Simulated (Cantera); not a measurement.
A freely propagating, adiabatic, planar premixed flame of H₂ : O₂ : N₂ : H₂O = 1 : 0.172 : 0.648 : 0.42 (molar parts), unburnt at 425 K and 0.987 atm; multicomponent transport, grid criteria slope 0.08 and curve 0.16, no radiation.

Computed with Cantera and the H2/O2 subset of GRI-Mech 3.0, which has no nitrogen chemistry. Burning velocities carry a grid error of a few per cent, more on coarse grids.

### Question
Predict: laminar burning velocity; thermal thickness; peak x(O); peak x(H); peak x(HO₂).

### Answer
- laminar burning velocity = 212 cm/s
- thermal thickness = 0.409 mm
- peak x(O) = 0.000399
- peak x(H) = 0.0220
- peak x(HO₂) = 0.000416
